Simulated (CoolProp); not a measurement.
Properties of n-dodecane at several states.

Computed with CoolProp (reference Helmholtz-energy equation of state, Lemmon 2004). It is a short technical equation, of lower accuracy than the large ones.

| T (K) | p (kPa) | phase | density (kg/m³) | cv (kJ/(kg K)) | Joule-Thomson coefficient (K/MPa) | conductivity (mW/(m K)) | Prandtl number |
|---|---|---|---|---|---|---|---|
| 345.8 | 2070 | liquid | 712.4 | 1.997 | -0.3805 | 125 | 13.3 |
| 500.5 | 3700 | liquid | 594.0 | 2.581 | -0.1492 | 96.1 | 6.06 |
| 379.3 | 78.8 | liquid | 685.3 | 2.127 | -0.3365 | 117 | 10.2 |
| 617.8 | 78.8 | gas | 2.673 | 2.857 | 11.23 | 37.2 | 0.749 |

Viscosity comes from a separate model (Huber 2004). Thermal conductivity comes from a separate model (Huber 2004).
